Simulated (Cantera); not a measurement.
# Thermodynamics of silicon nitride deposition, feed SiH₄ + NH₃ + N₂

Charge: 1 mol SiH₄, 6.6 mol NH₃, a varied amount of N₂, equilibrated at 1527 °C and 0.0260 bar.

Cantera equilibrium calculation (NASA polynomials, part measured and part estimated; ideal gas, pure solids and liquids). Candidate condensed phases: Si, Si₃N₄; 18 gas species. Mutual solubility and eutectic melting of coexisting phases are not modelled. Gases not in the tables: Si₂H₆ and higher silanes. Kinetics and transport are ignored.

```
n(N₂) (mol)   x H₂   x N₂      x H      x Si   x SiH₂    x SiH  n Si(l)  n Si₃N₄(s)
-----------  -----  -----  -------  --------  -------  -------  -------  ----------
2.9          0.659  0.339  0.00180  0.000122  1.97e-5  1.82e-5    0.852      0.0482
3.6          0.655  0.343  0.00180  0.000121  1.94e-5  1.80e-5        0       0.332
4.4          0.627  0.371  0.00176  0.000115  1.77e-5  1.67e-5        0       0.332
5.3          0.598  0.400  0.00172  0.000109  1.60e-5  1.56e-5        0       0.332
6.5          0.564  0.434  0.00167  0.000104  1.43e-5  1.43e-5        0       0.332
8            0.527  0.472  0.00161   9.80e-5  1.26e-5  1.31e-5        0       0.332
9.8          0.488  0.511  0.00155   9.29e-5  1.11e-5  1.19e-5        0       0.332
12           0.447  0.551  0.00149   8.83e-5  9.68e-6  1.09e-5        0       0.332
15           0.402  0.597  0.00141   8.37e-5  8.25e-6  9.76e-6        0       0.332
```
x: gas mole fraction; n: condensed amount in mol.

At 2.9 mol N₂ the condensed part is Si(l) + Si₃N₄(s). From 3.6 mol N₂ to 15 mol N₂ the condensed part is Si₃N₄(s). The main Si-bearing gas is Si throughout.
